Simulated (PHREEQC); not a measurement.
A PHREEQC speciation (ion-association model, wateq4f.dat) at 20 °C gives pH 7.63 and these molalities:

| species | mol/kgw |
|---|---|
| Ag+ | 0.124 |
| F- | 0.124 |
| AgF | 0.0213 |

What are the element totals, and what could have been dissolved in 1 kg of water to give them?

Several could match; the one computed here: totals Ag 0.145, F 0.145 mol/kgw, from 145 mmol/kgw AgF.

This is a speciation only: nothing precipitates in the calculation. Examples of supersaturated solids here: Ag2O. Others may be too. Species that the database lacks are ignored.
